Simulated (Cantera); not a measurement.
An adiabatic, constant-volume homogeneous reactor starts with 22.6 % CO, 1.87 % H₂, 21.4 % O₂, 54.1 % N₂, equivalence ratio 0.57, at 1048 K and 8.70 bar.

Detailed kinetics in Cantera: GRI-Mech 3.0 (53 species, 325 reactions). The hydrogen kinetics of GRI-Mech 3.0 are dated; newer H2 mechanisms differ, most at raised pressure.

One state of this run: T (K) = 2894; P (bar) = 21.6; x CO = 0.0329; x H₂ = 0.000356; x O₂ = 0.102; x H₂O = 0.0169; x H₂O₂ = 3.70e-7. x: mole fraction; the columns are a selection and need not sum to one.

Task: Which value of t (s) does it belong to?
(A) 0.177
(B) 0.00100
(C) 0.000126
(D) 0.000355

Result: A, 0.177
